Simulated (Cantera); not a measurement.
Equilibrium for hydrogen reduction and annealing atmospheres: NiS + H2

A closed system holds: 1 mol NiS, 410 mol H2, held at 0.990 bar.

Equilibrium computed with Cantera from the NASA thermochemical tables; the gas is ideal and each condensed phase is pure. Candidate condensed phases: Ni, NiS, NiS2, Ni3S2, Ni3S4, S; 9 gas species. Kinetics and transport are ignored.

```json
[
 {"T (K)": "773", "log p H2": "0.00", "log p H2S": "-3.09", "log p H": "<-12", "log p SH": "-10.83", "n Ni3S2(s)": "0.333", "n Ni(s)": "0", "n Ni(l)": "0"},
 {"T (K)": "873", "log p H2": "0.00", "log p H2S": "-2.86", "log p H": "-10.33", "log p SH": "-9.33", "n Ni3S2(s)": "0.214", "n Ni(s)": "0.358", "n Ni(l)": "0"},
 {"T (K)": "973", "log p H2": "-0.01", "log p H2S": "-2.62", "log p H": "-8.97", "log p SH": "-8.07", "n Ni3S2(s)": "0", "n Ni(s)": "1.00", "n Ni(l)": "0"},
 {"T (K)": "1073", "log p H2": "-0.01", "log p H2S": "-2.62", "log p H": "-7.86", "log p SH": "-7.25", "n Ni3S2(s)": "0", "n Ni(s)": "1.00", "n Ni(l)": "0"},
 {"T (K)": "1173", "log p H2": "-0.01", "log p H2S": "-2.62", "log p H": "-6.93", "log p SH": "-6.57", "n Ni3S2(s)": "0", "n Ni(s)": "1.00", "n Ni(l)": "0"},
 {"T (K)": "1273", "log p H2": "-0.01", "log p H2S": "-2.62", "log p H": "-6.15", "log p SH": "-5.99", "n Ni3S2(s)": "0", "n Ni(s)": "1.00", "n Ni(l)": "0"},
 {"T (K)": "1373", "log p H2": "-0.01", "log p H2S": "-2.62", "log p H": "-5.48", "log p SH": "-5.50", "n Ni3S2(s)": "0", "n Ni(s)": "1.000", "n Ni(l)": "0"},
 {"T (K)": "1473", "log p H2": "-0.01", "log p H2S": "-2.62", "log p H": "-4.90", "log p SH": "-5.07", "n Ni3S2(s)": "0", "n Ni(s)": "1.000", "n Ni(l)": "0"},
 {"T (K)": "1573", "log p H2": "-0.01", "log p H2S": "-2.62", "log p H": "-4.39", "log p SH": "-4.70", "n Ni3S2(s)": "0", "n Ni(s)": "1.000", "n Ni(l)": "0"},
 {"T (K)": "1673", "log p H2": "-0.01", "log p H2S": "-2.63", "log p H": "-3.95", "log p SH": "-4.38", "n Ni3S2(s)": "0", "n Ni(s)": "0.999", "n Ni(l)": "0"},
 {"T (K)": "1773", "log p H2": "-0.01", "log p H2S": "-2.63", "log p H": "-3.55", "log p SH": "-4.10", "n Ni3S2(s)": "0", "n Ni(s)": "0", "n Ni(l)": "0.996"},
 {"T (K)": "1873", "log p H2": "-0.01", "log p H2S": "-2.65", "log p H": "-3.19", "log p SH": "-3.85", "n Ni3S2(s)": "0", "n Ni(s)": "0", "n Ni(l)": "0.984"}
]
```
log p: log10 of the partial pressure in bar; n: condensed amount in mol.

At 773 K the condensed part is Ni3S2(s). At 873 K the condensed part is Ni(s) + Ni3S2(s). From 973 K to 1673 K the condensed part is Ni(s). From 1773 K to 1873 K the condensed part is Ni(l).
